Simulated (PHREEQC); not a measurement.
NaF is added in steps, without added water, to 1 kg of water holding 0.044 mol HCl, 0.14 mol ZnSO4 and 0.00021 mol KCl, at 25 °C. O2 is buffered at 0.21 atm. No CO2 enters from the air. Only these solids could form: Zn(OH)2-a, Zn4(OH)6SO4, Zn5(OH)8Cl2, Halite, Mirabilite, Goslarite, ZnF2.

Base run: PHREEQC, ion-association model, wateq4f.dat. Each further column changes one thing. The table gives ZnF+ (mol/kgw).

```csv
NaF added (mol),base,diluted 10-fold with water,ZnSO4 from 0.14 to 0.154 mol/kgw,0.0026 mol/kgw Ca(OH)2 added,no solid may form
0,0,0,0,0,0
0.0525,0.00294,0.00218,0.00312,0.00285,0.00294
0.105,0.0103,0.00367,0.0108,0.0103,0.0103
0.1575,0.0172,0.00472,0.0182,0.0173,0.0172
0.21,0.0234,0.00549,[?],0.0236,0.0234
0.2625,0.0289,0.00609,[?],0.0291,0.0289
0.315,0.0338,0.00657,[?],0.0340,0.0338
0.3675,0.0382,0.00697,[?],0.0385,0.0382
0.42,0.0423,[?],[?],0.0425,0.0423
```

Q: Some entries are withheld; supply them.

A: 
- 0.21, ZnSO4 from 0.14 to 0.154 mol/kgw: 0.0247
- 0.2625, ZnSO4 from 0.14 to 0.154 mol/kgw: 0.0306
- 0.315, ZnSO4 from 0.14 to 0.154 mol/kgw: 0.0359
- 0.3675, ZnSO4 from 0.14 to 0.154 mol/kgw: 0.0406
- 0.42, diluted 10-fold with water: 0.00729
- 0.42, ZnSO4 from 0.14 to 0.154 mol/kgw: 0.0450

wateq4f.dat counts part of the HF as a dimer, H2F2, which phreeqc.dat doesn't know; its constant is uncertain.  Solids allowed in the column '0.0026 mol/kgw Ca(OH)2 added': Gypsum, Fluorite, Portlandite, Zn(OH)2-a, Zn4(OH)6SO4, Zn5(OH)8Cl2, Halite, Mirabilite, Goslarite, ZnF2.
